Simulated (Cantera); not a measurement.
A Cantera script and its output.

```python
import numpy as np
import cantera as ct

gas = ct.Solution("gri30.yaml")
gas.TPX = 998, 23000, {'CO': 0.019, 'O2': 0.097, 'H2O': 0.0091, 'N2': 1}
reactor = ct.IdealGasConstPressureReactor(gas, energy="off", clone=False)
net = ct.ReactorNet([reactor])
net.rtol, net.atol = 1e-08, 1e-18
show = ['CO', 'O2', 'H2O', 'NO', 'H']
times = np.geomspace(4e-05, 10, 9)

steps = ct.SolutionArray(gas, extra=["t"])
rows = []
print(f"{'t/s':>10s}{'T/K':>9s}{'P/Pa':>11s}" + "".join(f"{s:>11s}" for s in show))
for t in times:
    while net.time < t:
        t_next = net.step()
        steps.append(gas.state, t=t_next)
    rows.append([np.interp(t, steps.t, y) for y in (steps.T, steps.P, *steps(*show).X.T)])
    print(f"{t:10.3e}{rows[-1][0]:9.1f}{rows[-1][1]:11.4g}" + "".join(f"{x:11.3e}" for x in rows[-1][2:]))
rate = np.gradient(steps.T, steps.t)
print("integrator steps:", len(steps.t))
if steps.T.max() > steps.T[0] + 200:
    print(f"time of steepest temperature rise: {steps.t[rate.argmax()]:.4e} s")
gas.TPX = 998, 23000, {'CO': 0.019, 'O2': 0.097, 'H2O': 0.0091, 'N2': 1}
gas.equilibrate("TP")
print(f"equilibrium (TP): T = {gas.T:.1f} K  " + "  ".join(f"{s} {gas[s].X[0]:.3e}" for s in show))
```

Result:

```
       t/s      T/K       P/Pa         CO         O2        H2O         NO          H
 4.000e-05    998.0    2.3e+04  1.689e-02  8.621e-02  8.088e-03  3.263e-24  5.069e-15
 1.891e-04    998.0    2.3e+04  1.689e-02  8.621e-02  8.088e-03  8.680e-23  2.217e-13
 8.944e-04    998.0    2.3e+04  1.689e-02  8.621e-02  8.088e-03  2.066e-21  4.909e-12
 4.229e-03    998.0    2.3e+04  1.689e-02  8.621e-02  8.088e-03  6.704e-20  6.923e-11
 2.000e-02    998.0    2.3e+04  1.689e-02  8.621e-02  8.088e-03  3.663e-16  1.321e-08
 9.457e-02    998.0    2.3e+04  6.162e-03  8.121e-02  8.078e-03  1.631e-08  1.363e-05
 4.472e-01    998.0    2.3e+04  4.441e-04  7.863e-02  8.149e-03  2.060e-08  3.003e-07
 2.115e+00    998.0    2.3e+04  1.551e-05  7.844e-02  8.156e-03  2.025e-08  2.725e-09
 1.000e+01    998.0    2.3e+04  3.905e-07  7.843e-02  8.157e-03  2.123e-08  1.755e-11
integrator steps: 1414
equilibrium (TP): T = 998.0 K  CO 7.260e-12  O2 7.842e-02  H2O 8.157e-03  NO 2.006e-05  H 1.013e-14
```

Computed with Cantera and GRI-Mech 3.0 (53 species, 325 reactions).
